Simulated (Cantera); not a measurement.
A Cantera script and its output.

```python
import numpy as np
import cantera as ct

gas = ct.Solution("gri30.yaml")
gas.TPX = 1000, 37000, {'CO': 0.0061, 'O2': 0.024, 'H2O': 0.00035, 'N2': 1}
reactor = ct.IdealGasConstPressureReactor(gas, energy="off", clone=False)
net = ct.ReactorNet([reactor])
net.rtol, net.atol = 1e-08, 1e-18
show = ['CO', 'O2', 'H2O', 'N2O', 'NO']
times = np.geomspace(4e-05, 30, 14)

steps = ct.SolutionArray(gas, extra=["t"])
rows = []
print(f"{'t/s':>10s}{'T/K':>9s}{'P/Pa':>11s}" + "".join(f"{s:>11s}" for s in show))
for t in times:
    while net.time < t:
        t_next = net.step()
        steps.append(gas.state, t=t_next)
    rows.append([np.interp(t, steps.t, y) for y in (steps.T, steps.P, *steps(*show).X.T)])
    print(f"{t:10.3e}{rows[-1][0]:9.1f}{rows[-1][1]:11.4g}" + "".join(f"{x:11.3e}" for x in rows[-1][2:]))
rate = np.gradient(steps.T, steps.t)
print("integrator steps:", len(steps.t))
if steps.T.max() > steps.T[0] + 200:
    print(f"time of steepest temperature rise: {steps.t[rate.argmax()]:.4e} s")
gas.TPX = 1000, 37000, {'CO': 0.0061, 'O2': 0.024, 'H2O': 0.00035, 'N2': 1}
gas.equilibrate("TP")
print(f"equilibrium (TP): T = {gas.T:.1f} K  " + "  ".join(f"{s} {gas[s].X[0]:.3e}" for s in show))
```

It prints:

```
       t/s      T/K       P/Pa         CO         O2        H2O        N2O         NO
 4.000e-05   1000.0    3.7e+04  5.920e-03  2.329e-02  3.397e-04  9.062e-19  9.156e-25
 1.132e-04   1000.0    3.7e+04  5.920e-03  2.329e-02  3.397e-04  6.712e-18  8.151e-24
 3.206e-04   1000.0    3.7e+04  5.920e-03  2.329e-02  3.397e-04  5.329e-17  7.388e-23
 9.075e-04   1000.0    3.7e+04  5.920e-03  2.329e-02  3.397e-04  4.252e-16  6.235e-22
 2.569e-03   1000.0    3.7e+04  5.920e-03  2.329e-02  3.397e-04  3.381e-15  5.065e-21
 7.273e-03   1000.0    3.7e+04  5.920e-03  2.329e-02  3.397e-04  2.698e-14  4.087e-20
 2.059e-02   1000.0    3.7e+04  5.920e-03  2.329e-02  3.397e-04  2.181e-13  3.375e-19
 5.828e-02   1000.0    3.7e+04  5.920e-03  2.329e-02  3.397e-04  1.960e-12  3.397e-18
 1.650e-01   1000.0    3.7e+04  5.920e-03  2.329e-02  3.396e-04  3.902e-11  2.078e-16
 4.671e-01   1000.0    3.7e+04  4.786e-03  2.271e-02  3.340e-04  9.777e-08  1.802e-09
 1.322e+00   1000.0    3.7e+04  1.286e-03  2.101e-02  3.383e-04  3.503e-07  1.693e-08
 3.743e+00   1000.0    3.7e+04  2.126e-04  2.049e-02  3.401e-04  4.443e-07  2.905e-08
 1.060e+01   1000.0    3.7e+04  2.572e-05  2.040e-02  3.405e-04  4.732e-07  3.299e-08
 3.000e+01   1000.0    3.7e+04  2.176e-06  2.039e-02  3.406e-04  4.722e-07  3.319e-08
integrator steps: 1317
equilibrium (TP): T = 1000.0 K  CO 4.190e-12  O2 2.039e-02  H2O 3.407e-04  N2O 6.051e-10  NO 1.089e-05
```

Model: GRI-Mech 3.0 (53 species, 325 reactions), integrated in Cantera.
